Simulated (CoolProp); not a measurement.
Tetrahydrofuran at 298.15 K and 0.00606 MPa is throttled through a valve to 0.00382 MPa with no heat exchange. Each further row changes one setting.

Model: reference Helmholtz-energy equation of state, Fiedler 2023, in CoolProp.

```csv
case,temperature change (K),final density (kg/m³)
as stated,(withheld),0.111
outlet pressure 0.00115 MPa,(withheld),(withheld)
outlet pressure 0.00497 MPa,(withheld),(withheld)
```

### Question
Complete the blanks.

### Answer

- as stated, temperature change (K): -0.1
- outlet pressure 0.00115 MPa, temperature change (K): -0.2
- outlet pressure 0.00115 MPa, final density (kg/m³): 0.0335
- outlet pressure 0.00497 MPa, temperature change (K): -0.0
- outlet pressure 0.00497 MPa, final density (kg/m³): 0.145
